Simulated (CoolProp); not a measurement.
Dodecamethylpentasiloxane (MD3M) along the isotherm 620 K: Z from the reference equation and from simpler models built on Tc = 628.0 K, pc = 0.9540 MPa, ω = 0.730; each cubic takes its own stable root.

The numbers come from the reference Helmholtz-energy equation of state, Thol 2019 in CoolProp.

```
p (MPa)   phase  reference  van der Waals  Soave-Redlich-Kwong  Peng-Robinson
-------  ------  ---------  -------------  -------------------  -------------
0.367       gas     0.8338         0.8675               0.8460         0.8318
0.734       gas     0.5907         0.6755               0.6235         0.5977
1.1      liquid     0.1831         0.2914               0.2294         0.2061
1.47     liquid     0.2309         0.3511               0.2784         0.2498
1.83     liquid     0.2778         0.4140               0.3275         0.2938
2.2      liquid     0.3255         0.4787                  ___         0.3384
2.57     liquid     0.3727         0.5428               0.4265         0.3824
2.94     liquid     0.4192         0.6062                  ___         0.4256
3.3      liquid     0.4640         0.6671               0.5208         0.4670
3.67     liquid     0.5096         0.7291                  ___         0.5089
4.04     liquid     0.5546         0.7904                  ___         0.5503
4.4      liquid     0.5981         0.8495               0.6579         0.5901
4.77     liquid     0.6423         0.9097               0.7029         0.6305
```

Problem. Some entries are withheld; supply them.

Solution. 
- 2.2, Soave-Redlich-Kwong: 0.3774
- 2.94, Soave-Redlich-Kwong: 0.4747
- 3.67, Soave-Redlich-Kwong: 0.5675
- 4.04, Soave-Redlich-Kwong: 0.6136
